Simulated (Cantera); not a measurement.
Input: 1 mol Ti(OiPr)₄, 2.1 mol NH₃, equilibrated at 100000 Pa.

Cantera equilibrium calculation (NASA polynomials, part measured and part estimated; ideal gas, pure solids and liquids). Candidate condensed phases: C, C₆H₆, C₇H₈, C₈H₁₈, H₂O, Ti, TiC, TiN, TiO, TiO₂, Ti₂O₃, Ti₃O₅, Ti₄O₇; 139 gas species. The feed counts by its element totals alone. TiC: taken at fixed stoichiometry. Equilibrium is a limit: real reactors are often held back by kinetics, nucleation or transport.

Problem. At 1825 K, list the 6 most abundant gas species with their mole fractions, and the condensed phases.

Solution. H₂ 0.771, CO 0.180, N₂ 0.0466, HCN 0.00131, CH₄ 0.000421, H 0.000387. Condensed: C(graphite) + TiC(s).
